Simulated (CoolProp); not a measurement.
CHF3 (R23) along the isobar 6.61 MPa: fugacity coefficient from the reference equation and from simpler models built on Tc = 26.1 °C, pc = 4.832 MPa, ω = 0.263; each cubic takes its own stable root.

Values from CoolProp's reference Helmholtz-energy equation of state, Penoncello 2003.

```tsv
T (°C)	phase	reference	van der Waals	Redlich-Kwong	Peng-Robinson
-85.65	liquid	0.01457	0.1015	0.02831	0.01477
-62.55	liquid	0.04672	0.1720	0.07612	0.04753
-39.35	liquid	0.1125	0.2605	0.1580	0.1149
-16.25	liquid	0.2189	0.3617	0.2722	0.2239
6.85	liquid	0.3637	0.4699	0.4092	0.3703
30.05	supercritical	0.5313	0.5775	0.5512	0.5326
53.15	supercritical	0.6608	0.6690	0.6607	0.6521
76.35	supercritical	0.7367	0.7296	0.7285	0.7266
99.45	supercritical	0.7914	0.7734	0.7780	0.7820
122.65	supercritical	0.8337	0.8078	0.8166	0.8257
```
